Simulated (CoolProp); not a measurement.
Vapour-liquid equilibrium of methanol (1) + ethanol (2) at 5.35 bar; x and y are mole fractions of (1).

Model: multi-fluid Helmholtz-energy mixture model, de Reuck 1993 and Schroeder 2014; pair parameters Bell 2016, in CoolProp.

Task: Give the bubble temperature and the first vapour's composition at x = 0.2, 0.35, 0.8. Is there an azeotrope?

Result: x = 0.2: 397.7 K, y = 0.260; x = 0.35: 395.6 K, y = 0.429; x = 0.8: 389.6 K, y = 0.853. No azeotrope shows between x = 0.05 and 0.95.

Pair parameters are fitted to limited data, so mixtures are less certain than the pure fluids.
